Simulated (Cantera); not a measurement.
A Cantera script and what it prints.

```python
import numpy as np
import cantera as ct

gas_names = """
    AL ALO ALO2 AL2 AL2O AL2O2 O O2 O3
""".split()
cond_names = """
    AL(cr) AL(L) AL2O3(a) AL2O3(L)
""".split()


# ... load() reads the species with a 1 bar reference pressure and builds the phases ...
atoms = {
    'Al2O3': {'AL': 2, 'O': 3},
    'O2': {'O': 2},
}
top_T = {}  # K; cautious upper limits of use, not melting points


# ... equilibrate(T, P, feed) seeds the gas with the atoms and calls Mixture.equilibrate('TP', solver="vcs", rtol=1e-11, max_steps=5000) ...
results = []
feed = {'Al2O3': 1, 'O2': 0.22}  # mol
T = 1025  # K
P = 10000  # Pa
mix = equilibrate(T, P, feed)
results.append((T, P, feed, dict(zip(mix.species_names, mix.species_moles))))
print(gas.report(threshold=0.0001))
for i in range(1, mix.n_phases):
    print(f"{mix.phase(i).name:16s} {mix.phase_moles(i):12.5e} mol")
```

It prints:

```
       temperature   1025 K
          pressure   10000 Pa
           density   0.037546 kg/m^3
  mean mol. weight   31.998 kg/kmol
   phase of matter   gas

                          1 kg             1 kmol
                     ---------------   ---------------
          enthalpy        7.3692e+05         2.358e+07  J
   internal energy        4.7058e+05        1.5058e+07  J
           entropy            8237.8        2.6359e+05  J/K
    Gibbs function       -7.7068e+06        -2.466e+08  J
 heat capacity c_p            1092.9             34972  J/K
 heat capacity c_v             833.1             26658  J/K

                      mass frac. Y      mole frac. X     chem. pot. / RT
                     ---------------   ---------------   ---------------
                O2                 1                 1           -28.936
     [   +8 minor]        5.2888e-10        1.0482e-09

AL(L)             0.00000e+00 mol
AL2O3(a)          1.00000e+00 mol
```

Cantera equilibrium calculation (NASA polynomials, part measured and part estimated; ideal gas, pure solids and liquids).
